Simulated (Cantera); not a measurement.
# PbS + H₂ + N₂ (hydrogen reduction and annealing atmospheres)

Feed: 1 mol PbS, a varied amount of H₂, 0.47 mol N₂, at 875 K and 76000 Pa.

Cantera equilibrium calculation (NASA polynomials, part measured and part estimated; ideal gas, pure solids and liquids). Candidate condensed phases: Pb, PbS, S; 18 gas species. Rates play no part.

From 240 mol H₂ to 2900 mol H₂ the condensed part is Pb(l). The main Pb-bearing gas is PbS at 240 mol H₂ and Pb at 2900 mol H₂.

```json
[
 {"n(H₂) (mol)": "240", "x H₂": "0.994", "x H₂S": "0.00416", "x N₂": "0.00193", "x NH₃": "4.93e-5", "x PbS": "2.27e-6", "n Pb(l)": "0.999"},
 {"n(H₂) (mol)": "290", "x H₂": "0.995", "x H₂S": "0.00344", "x N₂": "0.00160", "x NH₃": "4.49e-5", "x PbS": "1.88e-6", "n Pb(l)": "0.999"},
 {"n(H₂) (mol)": "360", "x H₂": "0.996", "x H₂S": "0.00277", "x N₂": "0.00128", "x NH₃": "4.03e-5", "x PbS": "1.51e-6", "n Pb(l)": "0.999"},
 {"n(H₂) (mol)": "440", "x H₂": "0.997", "x H₂S": "0.00227", "x N₂": "0.00105", "x NH₃": "3.65e-5", "x PbS": "1.23e-6", "n Pb(l)": "0.999"},
 {"n(H₂) (mol)": "550", "x H₂": "0.997", "x H₂S": "0.00182", "x N₂": "0.000838", "x NH₃": "3.27e-5", "x PbS": "9.87e-7", "n Pb(l)": "0.999"},
 {"n(H₂) (mol)": "670", "x H₂": "0.998", "x H₂S": "0.00149", "x N₂": "0.000686", "x NH₃": "2.96e-5", "x PbS": "8.10e-7", "n Pb(l)": "0.999"},
 {"n(H₂) (mol)": "830", "x H₂": "0.998", "x H₂S": "0.00120", "x N₂": "0.000553", "x NH₃": "2.66e-5", "x PbS": "6.54e-7", "n Pb(l)": "0.999"},
 {"n(H₂) (mol)": "1000", "x H₂": "0.999", "x H₂S": "0.000999", "x N₂": "0.000458", "x NH₃": "2.42e-5", "x PbS": "5.42e-7", "n Pb(l)": "0.999"},
 {"n(H₂) (mol)": "1300", "x H₂": "0.999", "x H₂S": "0.000769", "x N₂": "0.000351", "x NH₃": "2.12e-5", "x PbS": "4.17e-7", "n Pb(l)": "0.998"},
 {"n(H₂) (mol)": "1600", "x H₂": "0.999", "x H₂S": "0.000624", "x N₂": "0.000284", "x NH₃": "1.91e-5", "x PbS": "3.39e-7", "n Pb(l)": "0.998"},
 {"n(H₂) (mol)": "1900", "x H₂": "0.999", "x H₂S": "0.000526", "x N₂": "0.000239", "x NH₃": "1.75e-5", "x PbS": "2.85e-7", "n Pb(l)": "0.998"},
 {"n(H₂) (mol)": "2400", "x H₂": "0.999", "x H₂S": "0.000416", "x N₂": "0.000188", "x NH₃": "1.55e-5", "x PbS": "2.26e-7", "n Pb(l)": "0.997"},
 {"n(H₂) (mol)": "2900", "x H₂": "0.999", "x H₂S": "0.000345", "x N₂": "0.000155", "x NH₃": "1.41e-5", "x PbS": "1.87e-7", "n Pb(l)": "0.997"}
]
```
x: gas mole fraction; n: condensed amount in mol.
